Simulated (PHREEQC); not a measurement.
Dissolve 0.0031 mol/kgw Sr(OH)2 and 0.0045 mol/kgw LiNO3 at 15 °C and 300 atm. Closed to the air; pH follows from the charge balance.

All values are PHREEQC results (ion-association model, phreeqc.dat), not measurements.

Each row changes one thing in this solution. This is a speciation only: nothing precipitates in the calculation.

| case | pH | SrOH+ (mol/kgw) |
|---|---|---|
| as made | 11.96 | 0.000106 |
| diluted 10-fold with water | 11.00 | [?] |
| Sr(OH)2 replaced by SrBr2 at the same molality | 7.11 | [?] |
| LiNO3 left out | 11.97 | 0.000113 |
| temperature from 15 to 45 °C | 11.02 | [?] |
| LiNO3 from 0.0045 to 0.00405 mol/kgw | 11.97 | 0.000107 |
| diluted 5-fold with water | [?] | 5.50e-6 |

### Question
What belongs in the gaps?

### Answer

- diluted 10-fold with water, SrOH+ (mol/kgw): 1.47e-6
- Sr(OH)2 replaced by SrBr2 at the same molality, SrOH+ (mol/kgw): 1.52e-9
- temperature from 15 to 45 °C, SrOH+ (mol/kgw): 1.22e-5
- diluted 5-fold with water, pH: 11.30

Under pressure, the constants of complexes without a molar volume in the database are unreliable. Away from 25 °C the constants follow the database's enthalpies or fits; those with neither stay at their 25 °C values.
